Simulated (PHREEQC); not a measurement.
A solution holds 0.018 mol/kgw FeSO4, 0.0037 mol/kgw NaHCO3 and 0.12 mol/kgw NaCl, at 36 °C. Closed to the air; pH follows from the charge balance.

Model: ion-association model, phreeqc.dat, run in PHREEQC.

This is a speciation only: nothing precipitates in the calculation.

Task: What pH does the model give?

Result: pH 7.18.

Task: In which forms is Fe present?

Result: Fe+2 71 %, FeSO4 18 %, FeHCO3+ 5.4 %, FeCl+ 3.8 %, FeCO3 0.8 % of the Fe.

The solution is supersaturated, for example in Siderite, so a real one may precipitate; this is no full list. Constants without temperature data keep their 25 °C values here.
